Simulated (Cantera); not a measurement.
What does this Cantera script print?

```python
import numpy as np
import cantera as ct

gas = ct.Solution("gri30.yaml")
gas.TPX = 1125, 790000, {'CH3OH': 0.0037, 'O2': 0.029, 'N2': 1}
reactor = ct.IdealGasConstPressureReactor(gas, energy="off", clone=False)
net = ct.ReactorNet([reactor])
net.rtol, net.atol = 1e-08, 1e-18
show = ['CH3OH', 'O2', 'NO', 'CH2CO', 'HCN', 'HCO']
times = np.geomspace(1e-06, 9, 11)

steps = ct.SolutionArray(gas, extra=["t"])
rows = []
print(f"{'t/s':>10s}{'T/K':>9s}{'P/Pa':>11s}" + "".join(f"{s:>11s}" for s in show))
for t in times:
    while net.time < t:
        t_next = net.step()
        steps.append(gas.state, t=t_next)
    rows.append([np.interp(t, steps.t, y) for y in (steps.T, steps.P, *steps(*show).X.T)])
    print(f"{t:10.3e}{rows[-1][0]:9.1f}{rows[-1][1]:11.4g}" + "".join(f"{x:11.3e}" for x in rows[-1][2:]))
rate = np.gradient(steps.T, steps.t)
print("integrator steps:", len(steps.t))
if steps.T.max() > steps.T[0] + 200:
    print(f"time of steepest temperature rise: {steps.t[rate.argmax()]:.4e} s")
gas.TPX = 1125, 790000, {'CH3OH': 0.0037, 'O2': 0.029, 'N2': 1}
gas.equilibrate("TP")
print(f"equilibrium (TP): T = {gas.T:.1f} K  " + "  ".join(f"{s} {gas[s].X[0]:.3e}" for s in show))
```

Output:

```
       t/s      T/K       P/Pa      CH3OH         O2         NO      CH2CO        HCN        HCO
 1.000e-06   1125.0    7.9e+05  3.583e-03  2.808e-02  4.745e-23  1.989e-22  2.046e-23  4.376e-18
 4.959e-06   1125.0    7.9e+05  3.583e-03  2.808e-02  1.009e-21  5.308e-21  1.930e-22  4.982e-17
 2.460e-05   1125.0    7.9e+05  3.583e-03  2.808e-02  7.139e-21  1.327e-19  1.119e-21  3.021e-16
 1.220e-04   1125.0    7.9e+05  3.583e-03  2.808e-02  3.927e-20  3.286e-18  5.925e-21  1.689e-15
 6.049e-04   1125.0    7.9e+05  3.583e-03  2.808e-02  2.194e-19  8.140e-17  3.313e-20  1.035e-14
 3.000e-03   1125.0    7.9e+05  3.582e-03  2.808e-02  1.556e-18  2.114e-15  2.395e-19  8.612e-14
 1.488e-02   1125.0    7.9e+05  3.523e-03  2.805e-02  5.494e-16  2.289e-13  1.915e-17  7.888e-11
 7.379e-02   1125.0    7.9e+05  1.544e-11  2.364e-02  8.708e-11  7.549e-13  2.288e-15  6.105e-13
 3.659e-01   1125.0    7.9e+05  1.353e-15  2.293e-02  3.410e-10  1.782e-17  9.240e-16  3.290e-14
 1.815e+00   1125.0    7.9e+05  9.883e-23  2.268e-02  5.347e-10  4.456e-20  4.298e-16  1.256e-16
 9.000e+00   1125.0    7.9e+05  1.160e-25  2.267e-02  4.273e-09  4.935e-23  1.097e-16  3.616e-24
integrator steps: 2273
equilibrium (TP): T = 1125.0 K  CH3OH 1.637e-38  O2 2.265e-02  NO 3.882e-05  CH2CO 4.678e-48  HCN 1.973e-29  HCO 2.112e-25
```

Cantera simulation using GRI-Mech 3.0 (53 species, 325 reactions); the numbers are that mechanism's predictions, not measurements. GRI-Mech 3.0 was tuned for natural gas; its chemistry of methanol as a main component is partial and can be far from experiment.
